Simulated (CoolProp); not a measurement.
C3F8 (R218) along the isobar 2.15 MPa: fugacity coefficient from the reference equation and from simpler models built on Tc = 345.0 K, pc = 2.640 MPa, ω = 0.317; each cubic takes its own stable root.

The numbers come from the reference Helmholtz-energy equation of state, Lemmon 2006 in CoolProp. It is a short technical equation, of lower accuracy than the large ones.

| T (K) | phase | reference |
|---|---|---|
| 312.3 | liquid | 0.4754 |
| 325.1 | liquid | 0.5960 |
| 337.8 | gas | 0.7076 |
| 350.6 | gas | 0.7488 |
| 363.4 | gas | 0.7812 |
| 376.1 | gas | 0.8078 |
| 388.9 | gas | 0.8305 |
| 401.7 | gas | 0.8501 |
| 414.5 | gas | 0.8671 |
| 427.2 | gas | 0.8818 |
| 440 | gas | 0.8950 |

Q: How far does each simpler model (van der Waals, Redlich-Kwong, Peng-Robinson) lie from the reference over these 11 states: mean and median of the absolute difference, and the worst?

A: 
- van der Waals: mean 6.3 %, median 2.3 %, worst +32.7 % at 312.3 K and 2.15 MPa
- Redlich-Kwong: mean 3.3 %, median 2.2 %, worst +13.4 % at 312.3 K and 2.15 MPa
- Peng-Robinson: mean 2.4 %, median 2.5 %, worst -3.1 % at 350.6 K and 2.15 MPa
